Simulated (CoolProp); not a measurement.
Model: reference Helmholtz-energy equation of state, Thol 2017, in CoolProp.

### Question
For octamethyltrisiloxane (MDM), give the phase and the Z, Joule-Thomson coefficient (K/MPa), expansivity (1/kK), fugacity coefficient at 285.5 K and 0.14 MPa; 304.4 K and 0.14 MPa; 313.9 K and 0.14 MPa.

### Answer
- 285.5 K and 0.14 MPa: liquid; Z 0.0168, Joule-Thomson coefficient -0.453, expansivity 1.20, fugacity coefficient 0.00151
- 304.4 K and 0.14 MPa: liquid; Z 0.0162, Joule-Thomson coefficient -0.427, expansivity 1.24, fugacity coefficient 0.00539
- 313.9 K and 0.14 MPa: liquid; Z 0.0159, Joule-Thomson coefficient -0.413, expansivity 1.27, fugacity coefficient 0.00949
